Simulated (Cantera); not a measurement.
Input (Python, Cantera):

```python
import numpy as np
import cantera as ct

gas = ct.Solution("gri30.yaml")
gas.TPX = 400, 13332, {'CH4': 1, 'CO': 0.07, 'O2': 1.57, 'N2': 5.64, 'H2O': 1.7}
flame = ct.FreeFlame(gas, width=0.16)
flame.set_refine_criteria(ratio=3, slope=0.08, curve=0.16)
flame.transport_model = "unity-Lewis-number"
flame.solve(loglevel=0, auto=True)
z, T = flame.grid, flame.T
thick = (T[-1] - T[0]) / np.gradient(T, z).max()
show = ['CH4', 'CO', 'O2', 'CH2CO', 'NO', 'CH3']
print(f"laminar burning velocity  {flame.velocity[0] * 100:.3f} cm/s")
print(f"burnt temperature         {T[-1]:.1f} K")
print(f"thermal thickness         {thick * 1e3:.4f} mm")
print(f"grid points               {len(z)}")
z0 = z[flame.heat_release_rate.argmax()]
print(f"{'z/mm':>9s}{'T/K':>9s}{'u/(m/s)':>9s}" + "".join(f"{s:>11s}" for s in show))
rows = []
for k in (-3, -2, -1.5, -1, -0.5, -0.25, 0, 0.25, 0.5, 1, 2, 4, 8):
    zz = z0 + k * thick
    rows.append([k * thick, np.interp(zz, z, T), np.interp(zz, z, flame.velocity),
                 *(np.interp(zz, z, flame.X[gas.species_index(s)]) for s in show)])
    print(f"{rows[-1][0] * 1e3:9.3f}{rows[-1][1]:9.1f}{rows[-1][2]:9.3f}" + "".join(f"{x:11.3e}" for x in rows[-1][3:]))
```

Output:

```
laminar burning velocity  27.689 cm/s
burnt temperature         1873.1 K
thermal thickness         5.0948 mm
grid points               140
     z/mm      T/K  u/(m/s)        CH4         CO         O2      CH2CO         NO        CH3
  -15.284    400.3    0.277  1.002e-01  7.024e-03  1.573e-01  2.108e-08  1.861e-09  3.245e-09
  -10.190    404.4    0.280  9.989e-02  7.153e-03  1.569e-01  2.876e-07  2.563e-08  4.618e-08
   -7.642    422.7    0.293  9.861e-02  7.737e-03  1.551e-01  1.494e-06  1.371e-07  2.773e-07
   -5.095    538.9    0.375  9.028e-02  1.151e-02  1.437e-01  9.302e-06  9.634e-07  3.704e-06
   -2.547    974.0    0.689  5.652e-02  2.684e-02  9.749e-02  4.176e-05  5.100e-06  1.740e-04
   -1.274   1321.8    0.949  2.745e-02  4.012e-02  5.721e-02  6.776e-05  8.853e-06  1.261e-03
    0.000   1636.2    1.194  3.593e-03  5.056e-02  1.791e-02  3.033e-05  1.381e-05  1.391e-03
    1.274   1726.6    1.263  6.149e-05  4.595e-02  4.420e-03  9.948e-07  1.961e-05  4.914e-05
    2.547   1745.1    1.275  6.793e-07  4.159e-02  2.563e-03  2.834e-08  2.258e-05  7.103e-07
    5.095   1766.5    1.289  9.422e-10  3.956e-02  1.871e-03  1.587e-10  2.460e-05  1.604e-09
   10.190   1793.6    1.305  1.455e-13  3.948e-02  1.275e-03  3.850e-14  2.559e-05  3.019e-13
   20.379   1822.8    1.323  3.509e-15  3.978e-02  7.099e-04  4.679e-18  2.619e-05  7.501e-15
   40.758   1847.9    1.339  4.173e-15  4.009e-02  3.093e-04  3.134e-18  2.670e-05  6.098e-15
```

Detailed kinetics in Cantera: GRI-Mech 3.0 (53 species, 325 reactions). Unity Lewis numbers drop preferential diffusion, which matters most where H2 and H carry the flame. Burning velocities carry a grid error of a few per cent, more on coarse grids.
